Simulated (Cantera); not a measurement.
Mixture: CH₄ : CO : O₂ : N₂ : C₂H₆ = 1 : 0.1 : 1.58 : 7.88 : 0.2 (molar parts), at 410000 Pa, adiabatic and at constant pressure. Ignition delay is the time to a rise of 400 K.

Detailed kinetics in Cantera: GRI-Mech 3.0 (53 species, 325 reactions).

Question: Predict: delay at 1123 K; delay at 1323 K; delay at 1523 K; delay at 1723 K; delay at 1923 K; apparent activation energy between 1723 and 1923 K.

Answer: 
```json
{
 "delay at 1123 K": "4.35 ms",
 "delay at 1323 K": "0.410 ms",
 "delay at 1523 K": "80.6 µs",
 "delay at 1723 K": "20.3 µs",
 "delay at 1923 K": "7.11 µs",
 "apparent activation energy between 1723 and 1923 K": "140 kJ/mol"
}
```
